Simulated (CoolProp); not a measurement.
Vapour pressure (MPa) of CHF3 (R23): the reference equation beside estimates from Tc = 299.3 K, pc = 4.832 MPa, ω = 0.263. Clausius-Clapeyron is anchored at 243.5 K with a constant enthalpy of vaporisation of 13.05 kJ/mol.

Values from CoolProp's reference Helmholtz-energy equation of state, Penoncello 2003.

| T (K) | reference | Lee-Kesler | Clausius-Clapeyron | Soave-Redlich-Kwong |
|---|---|---|---|---|
| 223.5 | … | 0.4892 | 0.5727 | 0.4894 |
| 227.5 | 0.5698 | 0.5743 | 0.6479 | 0.5750 |
| 231.5 | 0.6643 | 0.6701 | 0.7299 | 0.6716 |
| 235.5 | … | 0.7772 | … | 0.7799 |
| 239.5 | 0.8882 | 0.8964 | 0.9154 | 0.9007 |
| 243.5 | 1.019 | … | 1.019 | 1.035 |
| 247.5 | 1.165 | 1.175 | 1.131 | … |
| 251.5 | 1.325 | … | 1.251 | 1.348 |
| 255.5 | 1.501 | 1.512 | 1.380 | … |
| 259.5 | 1.694 | 1.705 | 1.517 | 1.725 |

### Question
What belongs in the gaps?

### Answer

- 223.5, reference: 0.4858
- 235.5, reference: 0.7702
- 235.5, Clausius-Clapeyron: 0.8190
- 243.5, Lee-Kesler: 1.029
- 247.5, Soave-Redlich-Kwong: 1.184
- 251.5, Lee-Kesler: 1.336
- 255.5, Soave-Redlich-Kwong: 1.528

Absolute difference from the reference over all 10 rows, mean and median: Lee-Kesler 0.8 and 0.8 %, Clausius-Clapeyron 7.8 and 7.2 %, Soave-Redlich-Kwong 1.4 and 1.5 %.
